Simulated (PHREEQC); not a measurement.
Synthetic water in mg/L, 25 °C, pH 5.98, pe 10.6:

```
constituent           mg/L
------------------  ------
Na                    7.68
K                     1.41
Ca                    70.6
Mg                     7.2
Cl                    39.8
S(6) as SO4          0.481
Alkalinity as HCO3     199
F                   0.0307
```

Valence states are taken as typed.

The numbers come from PHREEQC with the ion-association model, phreeqc.dat.

Problem. The ionic strength comes out as 0.00639 mol/kgw. What activity coefficients do H+, SO4-2, Mg+2, MgHCO3+, Cl- get?

Solution. H+ 0.93, SO4-2 0.72, Mg+2 0.72, MgHCO3+ 0.92, Cl- 0.92.

No solid was allowed to form.
